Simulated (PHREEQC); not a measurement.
Make-up at 25 °C: 0.012 mol NaOH and 0.016 mol CO2 per kg of water. Closed to the air; pH follows from the charge balance.

The numbers come from PHREEQC with the ion-association model, phreeqc.dat.

Problem. The ionic strength comes out as 0.0119 mol/kgw. What activity coefficients do Na+, CO3-2, HCO3- get?

Solution. Na+ 0.90, CO3-2 0.65, HCO3- 0.90.

No solid was allowed to form.
